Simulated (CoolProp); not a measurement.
A single-stage vapour-compression cycle with the fluid: evaporating at 244.15 K (dew point), condensing at 272.15 K (bubble point), superheat 10 K, subcooling 5 K, compressor efficiency 0.8, no pressure losses. The same conditions are run with several fluids, on thermodynamics alone (safety and materials aside).

The numbers come from the reference Helmholtz-energy equation of state of each fluid (R22: Kamei 1995; CH2F2 (R32): Tillner-Roth 1997; cis-2-butene: Lemmon 2005; R410A: Lemmon 2003; R236FA: Pan 2012; chlorine: Thol 2021) in CoolProp. Blends and air are pseudo-pure fits.

```json
[
 {"fluid": "R22", "cooling COP": "6.34", "pressure ratio": "2.82", "discharge temperature (K)": "310.1", "refrigerating effect (kJ/kg)": "(withheld)", "volumetric capacity (kJ/m³)": "1510"},
 {"fluid": "CH2F2 (R32)", "cooling COP": "6.16", "pressure ratio": "2.76", "discharge temperature (K)": "323.2", "refrigerating effect (kJ/kg)": "327", "volumetric capacity (kJ/m³)": "2460"},
 {"fluid": "cis-2-butene", "cooling COP": "6.53", "pressure ratio": "3.53", "discharge temperature (K)": "301.5", "refrigerating effect (kJ/kg)": "409", "volumetric capacity (kJ/m³)": "(withheld)"},
 {"fluid": "R410A", "cooling COP": "6.22", "pressure ratio": "2.76", "discharge temperature (K)": "(withheld)", "refrigerating effect (kJ/kg)": "228", "volumetric capacity (kJ/m³)": "(withheld)"},
 {"fluid": "R236FA", "cooling COP": "6.50", "pressure ratio": "3.76", "discharge temperature (K)": "286.4", "refrigerating effect (kJ/kg)": "153", "volumetric capacity (kJ/m³)": "308"},
 {"fluid": "chlorine", "cooling COP": "6.19", "pressure ratio": "2.84", "discharge temperature (K)": "346.4", "refrigerating effect (kJ/kg)": "(withheld)", "volumetric capacity (kJ/m³)": "1160"}
]
```

Question: Fill in the missing entries.

Answer: 
- R22, refrigerating effect (kJ/kg): 206
- cis-2-butene, volumetric capacity (kJ/m³): 263
- R410A, discharge temperature (K): 306.7
- R410A, volumetric capacity (kJ/m³): 2370
- chlorine, refrigerating effect (kJ/kg): 267
